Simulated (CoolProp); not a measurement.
Properties of CHF3 (R23) along the isobar 17000 kPa.

Computed with CoolProp (reference Helmholtz-energy equation of state, Penoncello 2003).

```
T (°C)          phase  cv (kJ/(kg K))  expansivity (1/kK)  viscosity (µPa s)  conductivity (mW/(m K))  fugacity coefficient
------  -------------  --------------  ------------------  -----------------  -----------------------  --------------------
-49.45         liquid          0.7227               2.610                227                      120               0.04102
-26.65         liquid          0.7336               2.996                175                      108               0.08537
-3.75          liquid          0.7491               3.563                137                     96.6                0.1508
19.05          liquid          0.7682               4.398                108                     86.4                0.2344
41.85   supercritical          0.7901               5.609               84.0                     76.4                0.3303
64.65   supercritical          0.8126               7.160               65.0                     66.6                0.4302
87.55   supercritical          0.8313               8.282               50.5                     57.6                0.5258
110.35  supercritical          0.8435               7.881               41.4                     50.9                0.6100
133.15  supercritical          0.8542               6.644               36.4                     46.8                0.6814
156.05  supercritical          0.8673               5.483               33.7                     44.5                0.7412
178.85  supercritical          0.8829               4.602               32.4                     43.3                0.7910
201.65  supercritical          0.9000               3.949               31.7                     42.7                0.8326
```

Viscosity comes from a separate model (Shan 2000). Thermal conductivity comes from a separate model (Shan 2000).
